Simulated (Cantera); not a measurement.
**Transport properties of process gases**

Gas mixture: 100 % N2O, at 36.0 Torr, frozen composition.

Cantera's kinetic-theory transport with the Lennard-Jones parameters of GRI-Mech 3.0, ideal gas; thermal conductivity in the mixture-averaged form.

```csv
T (K),ρ (kg/m³),cp (J/kg/K),μ (µPa s),λ (mW/m/K),Pr,D (cm²/s) NO,D (cm²/s) NH3,D (cm²/s) H2O
400,0.0635,970.3,19.5,25.5,0.741,5.45,5.95,6.17
500,0.0508,1043,23.6,33.2,0.740,8.09,9.16,9.53
600,0.0423,1101,27.3,40.7,0.739,11.1,12.9,13.5
700,0.0363,1150,30.8,47.9,0.739,14.5,17.2,18.0
800,0.0318,1192,34.0,54.9,0.739,18.2,21.9,23.0
900,0.0282,1227,37.1,61.5,0.740,22.2,27.1,28.5
```
D: mixture-averaged diffusion coefficient of that species in the mixture.
